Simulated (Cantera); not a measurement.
Gas mixture: 100 % O₂, at 100.0 Torr, frozen composition.

Cantera's kinetic-theory transport with the Lennard-Jones parameters of GRI-Mech 3.0, ideal gas; thermal conductivity in the mixture-averaged form.

One state of this run: ρ (kg/m³) = 0.0270; cp (J/kg/K) = 1174; μ (µPa s) = 72.7; λ (mW/m/K) = 121; Pr = 0.707; D (cm²/s) O = 56.2; D (cm²/s) C₂H₂ = 30.3; D (cm²/s) CH₄ = 39.9. D: mixture-averaged diffusion coefficient of that species in the mixture.

Problem. Which value of T (K) does it belong to?
A. 2150
B. 1900
C. 1650
D. 900

Solution. B, 1900
